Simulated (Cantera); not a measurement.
An adiabatic, constant-pressure homogeneous reactor starts with CO : H₂ : CH₄ : O₂ : N₂ : CO₂ = 1 : 0.044 : 0.25 : 0.601 : 2.26 : 0.18 (molar parts), at 1750 K and 100000 Pa.

Model: GRI-Mech 3.0 (53 species, 325 reactions), integrated in Cantera.

One state of this run: T (K) = 2799; x CO = 0.202; x H₂ = 0.0210; x CH₄ = <1e-12; x HCN = 1.00e-8; x H = 0.0119; x NO = 0.00609; x CH₂O = 1.70e-9. x: mole fraction; the columns are a selection and need not sum to one.

**Question.** Which value of t (s) does it belong to?
A) 0.00200
B) 2.89e-5
C) 0.00577
D) 8.33e-5

**Answer.** C, 0.00577
